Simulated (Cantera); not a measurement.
Cantera run, input and output.

```python
import numpy as np
import cantera as ct

gas = ct.Solution("gri30.yaml")
gas.TPX = 500, 480000, {'CH4': 1, 'CO': 0.39, 'O2': 1.29, 'N2': 4.85, 'CO2': 1.1}
inlet = ct.Reservoir(gas, clone=True)
gas.equilibrate("HP")  # start burning
reactor = ct.IdealGasConstPressureReactor(gas, energy="on", clone=False)
exhaust = ct.Reservoir(gas, clone=True)
tau = [0.054, 0.026, 0.013, 0.0061, 0.003, 0.0015, 0.00071, 0.00034, 0.00017, 8.1e-05][0]
for a, b in ((inlet, reactor), (reactor, exhaust)):
    ct.MassFlowController(a, b, mdot=lambda t: reactor.mass / tau)
net = ct.ReactorNet([reactor])
show = ['CH4', 'CO', 'O2', 'CH3', 'O', 'HO2']

rows = []
print(f"{'tau/s':>10s}{'T/K':>9s}" + "".join(f"{s:>11s}" for s in show))
for tau in [0.054, 0.026, 0.013, 0.0061, 0.003, 0.0015, 0.00071, 0.00034, 0.00017, 8.1e-05]:
    net.initial_time = 0.0
    net.advance(30 * tau)
    before = gas.X
    net.advance(40 * tau)
    drift = np.max(np.abs(gas.X - before) / (gas.X + 1e-9))
    rows.append([gas.T, *gas[show].X, drift])
    print(f"{tau:10.3e}{gas.T:9.1f}" + "".join(f"{x:11.3e}" for x in gas[show].X))
```

It prints:

```
     tau/s      T/K        CH4         CO         O2        CH3          O        HO2
 5.400e-02   1744.0  7.910e-03  1.154e-01  1.436e-03  1.294e-04  1.748e-07  3.172e-07
 2.600e-02   1740.2  9.234e-03  1.120e-01  2.506e-03  1.767e-04  3.326e-07  6.298e-07
 1.300e-02   1729.0  1.064e-02  1.093e-01  4.215e-03  2.314e-04  6.133e-07  1.248e-06
 6.100e-03   1702.3  1.270e-02  1.064e-01  7.575e-03  2.991e-04  1.195e-06  2.840e-06
 3.000e-03   1642.7  1.663e-02  1.023e-01  1.473e-02  3.524e-04  2.200e-06  7.524e-06
 1.500e-03    500.0  1.159e-01  4.519e-02  1.495e-01  5.037e-18  7.288e-20 -2.206e-19
 7.100e-04    500.0  1.159e-01  4.519e-02  1.495e-01  2.329e-18  7.133e-20  4.079e-19
 3.400e-04    500.0  1.159e-01  4.519e-02  1.495e-01  1.108e-18  6.834e-20  1.934e-19
 1.700e-04    500.0  1.159e-01  4.519e-02  1.495e-01  5.348e-19  6.329e-20  9.357e-20
 8.100e-05    500.0  1.159e-01  4.519e-02  1.495e-01  2.245e-19  5.450e-20  3.954e-20
```

Computed with Cantera and GRI-Mech 3.0 (53 species, 325 reactions).
